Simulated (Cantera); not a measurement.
Input (Python, Cantera):

```python
import numpy as np
import cantera as ct

gas = ct.Solution("gri30.yaml")


def delay(T, t_max=10):
    gas.TPX = T, 3100000, {'H2': 1, 'O2': 0.847, 'N2': 3.19}
    reactor = ct.IdealGasReactor(gas, clone=False)
    net = ct.ReactorNet([reactor])
    net.rtol, net.atol = 1e-8, 1e-16
    while net.time < t_max:
        t_old, T_old = net.time, reactor.T
        net.step()
        if reactor.T > T + 400:  # ignition: a rise of 400 K
            return t_old + (T + 400 - T_old) / (reactor.T - T_old) * (net.time - t_old)
    return np.nan


taus = []
for T in [1098, 1148, 1198, 1248, 1298, 1348, 1398, 1448, 1498, 1548]:
    taus.append(delay(T))
    print(f"T0 = {T:6g} K   tau = {taus[-1]:.4e} s")
```

It prints:

```
T0 =   1098 K   tau = 8.1300e-04 s
T0 =   1148 K   tau = 3.2806e-04 s
T0 =   1198 K   tau = 1.3781e-04 s
T0 =   1248 K   tau = 5.8845e-05 s
T0 =   1298 K   tau = 2.4694e-05 s
T0 =   1348 K   tau = 9.6353e-06 s
T0 =   1398 K   tau = 3.3354e-06 s
T0 =   1448 K   tau = 1.3636e-06 s
T0 =   1498 K   tau = 7.9862e-07 s
T0 =   1548 K   tau = 5.5908e-07 s
```

Detailed kinetics in Cantera: GRI-Mech 3.0 (53 species, 325 reactions). The hydrogen kinetics of GRI-Mech 3.0 are dated; newer H2 mechanisms differ, most at raised pressure. The pressure lies above the range GRI-Mech 3.0 was tuned for (to about 10 atm).
